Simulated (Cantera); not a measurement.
A perfectly stirred reactor is fed with NH3 : H2 = 1 : 0.58 (molar parts), at 323 Torr; it is held at 1750 K, and followed from long to short residence time.

Computed with Cantera and the gas-phase N/H chemistry of the illustrative SiF4/NH3 mechanism in the Surface Chemkin manual (1991). Walls and surfaces, which speed up NH3 decomposition in real reactors, are not modelled.

Question: Predict: x(NH3) at τ = 1.60 s; x(H2) at τ = 1.60 s; x(H) at τ = 1.60 s; x(N) at τ = 1.60 s; x(N2) at τ = 1.60 s; x(NH3) at τ = 16.0 ms; x(H2) at τ = 16.0 ms; x(H) at τ = 16.0 ms; x(N) at τ = 16.0 ms; x(N2) at τ = 16.0 ms.

Answer: 
```
Item                     Result
---------------------  --------
x(NH3) at τ = 1.60 s      0.315
x(H2) at τ = 1.60 s       0.587
x(H) at τ = 1.60 s     0.000102
x(N) at τ = 1.60 s      5.48e-8
x(N2) at τ = 1.60 s      0.0971
x(NH3) at τ = 16.0 ms     0.626
x(H2) at τ = 16.0 ms      0.372
x(H) at τ = 16.0 ms     5.03e-5
x(N) at τ = 16.0 ms     4.62e-8
x(N2) at τ = 16.0 ms    0.00201
```
